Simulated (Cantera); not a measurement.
Charge: 1 mol FeS, 2500 mol H2, at 2200 Pa.

Method: chemical equilibrium by Gibbs-energy minimisation in Cantera with the NASA 1993 tables (ideal gas, pure condensed phases). Candidate condensed phases: Fe, FeS, FeS2, S; 8 gas species. The numbers say what is thermodynamically allowed, not how fast it happens. All values below are at 1477 °C.

Base state: H2 0.998, H 0.00157, Fe 0.000400, H2S 0.000324, SH 6.44e-5 (mole fractions); condensed: gas only.

Q: What changes in the equilibrium state with this change: pressure from 2200 Pa to 6000 Pa?

A: 
```tsv
species	before	after
H2	0.998	0.998
H	0.00157	0.000949
H2S	0.000324	0.000353
Fe	0.000400	0.000232
SH	6.44e-5	4.24e-5
Fe(δ), mol	0	0.419
```

Q: What changes in the equilibrium state with this change: H2 from 2500 to 24 mol?

A: 
| species | before | after |
|---|---|---|
| H2 | 0.998 | 0.966 |
| H2S | 0.000324 | 0.0180 |
| S2 | 2.89e-6 | 0.00956 |
| Fe | 0.000400 | 0.000633 |
| S | 5.62e-6 | 0.000323 |
| SH | 6.44e-5 | 0.00364 |
| H | 0.00157 | 0.00154 |
| Fe(δ), mol | 0 | 0.985 |
